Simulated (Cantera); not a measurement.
Input: 1 mol Ni, 0.36 mol H2S, 64 mol N2, equilibrated at 475 °C and 8500 Pa.

Equilibrium computed with Cantera from the NASA thermochemical tables; the gas is ideal and each condensed phase is pure. Candidate condensed phases: Ni, NiS, NiS2, Ni3S2, Ni3S4, S; 17 gas species. Rates play no part.

Base state: N2 0.994, H2 0.00559 (mole fractions); condensed: Ni(s) + Ni3S2(s).

**Question.** What changes in the equilibrium state with this change: 0.4 mol CH4 added?

**Answer.** 
| species | before | after |
|---|---|---|
| N2 | 0.994 | 0.982 |
| H2 | 0.00559 | 0.0176 |
| CH4 | 0 | 8.72e-5 |
| Ni(s), mol | 0.460 | 0.460 |
| Ni3S2(s), mol | 0.180 | 0.180 |
| C(graphite), mol | 0 | 0.394 |
Further candidate phases: C, C6H6, C7H8, C8H18.
